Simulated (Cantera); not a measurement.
A jet of H₂ : O₂ : N₂ = 0.014 : 0.054 : 0.79 (molar parts) at 300 K and 75.0 Torr hits a platinum plate 2.9 cm away at a mass flux of 0.04 kg/m²/s; the plate temperature is set and raised in steps from an oxygen-covered start.

Cantera simulation using Deutschmann's 1995 Pt surface mechanism with GRI-Mech 3.0 gas chemistry; the numbers are that mechanism's predictions, not measurements. Catalytic surfaces can have several steady states; this one follows from the mechanism file's or the stated starting coverage.

One state of this run: wall x H₂ = 0.000329; wall x O₂ = 0.0462; wall x H₂O = 0.0296; wall x OH = 2.14e-7; θ free Pt = 0.377; θ O* = 0.622; θ OH* = 0.00119. x: mole fraction at the wall; θ: surface coverage.

Problem. Which value of plate T (K) does it belong to?
A) 900
B) 1050
C) 1000
D) 800

Solution. C, 1000
